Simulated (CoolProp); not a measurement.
Cyclohexane along the isobar 0.101 MPa: Z from the reference equation and from simpler models built on Tc = 553.6 K, pc = 4.081 MPa, ω = 0.209; each cubic takes its own stable root.

Computed with CoolProp (reference Helmholtz-energy equation of state, Zhou 2014).

```csv
T (K),phase,reference,van der Waals,Soave-Redlich-Kwong
326,liquid,0.004197,0.9745,0.004491
341.4,liquid,0.004091,0.9771,0.004376
356.8,gas,0.9637,0.9793,0.9683
372.2,gas,0.9687,0.9812,0.9719
387.6,gas,0.9728,0.9828,0.9749
403,gas,0.9761,0.9843,0.9776
418.4,gas,0.9790,0.9856,0.9799
433.8,gas,0.9814,0.9868,0.9819
449.2,gas,0.9834,0.9878,0.9837
464.6,gas,0.9852,0.9887,0.9853
480,gas,0.9867,0.9896,0.9867
```

At some of these states van der Waals gives the other phase, because its saturation line lies elsewhere.
